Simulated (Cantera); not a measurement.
A freely propagating, adiabatic, planar premixed flame of CH₄ : O₂ : N₂ = 1 : 1.82 : 6.84 (molar parts), equivalence ratio 1.1, unburnt at 325 K and 100.0 Torr; mixture-averaged transport, grid criteria slope 0.08 and curve 0.16, no radiation.

Model: GRI-Mech 3.0 (53 species, 325 reactions), integrated in Cantera. Burning velocities carry a grid error of a few per cent, more on coarse grids.

Task: How do the results move with these cheaper or finer settings: unity-Lewis-number transport; multicomponent transport; multicomponent+Soret transport; grid criteria slope 0.5, curve 1; grid criteria slope 0.25, curve 0.5; grid criteria slope 0.03, curve 0.06?

Result: 
| setting | laminar burning velocity | thermal thickness | peak x(H₂) | peak x(OH) | grid points |
|---|---|---|---|---|---|
| as above | 68.9 cm/s | 2.30 mm | 0.0338 | 0.00838 | 169 |
| unity-Lewis-number transport | 43.9 cm/s | 2.93 mm | 0.0319 | 0.00847 | 152 |
| multicomponent transport | 68.8 cm/s | 2.33 mm | 0.0340 | 0.00838 | 169 |
| multicomponent+Soret transport | 68.3 cm/s | 2.31 mm | 0.0325 | 0.00839 | 169 |
| grid criteria slope 0.5, curve 1 | 71.7 cm/s | 2.56 mm | 0.0342 | 0.00851 | 52 |
| grid criteria slope 0.25, curve 0.5 | 70.1 cm/s | 2.39 mm | 0.0340 | 0.00843 | 83 |
| grid criteria slope 0.03, curve 0.06 | 68.1 cm/s | 2.28 mm | 0.0336 | 0.00833 | 404 |
The base run took very roughly 2.4 core-minutes.
Unity Lewis numbers drop preferential diffusion, which matters most where H2 and H carry the flame; Soret adds thermal diffusion.
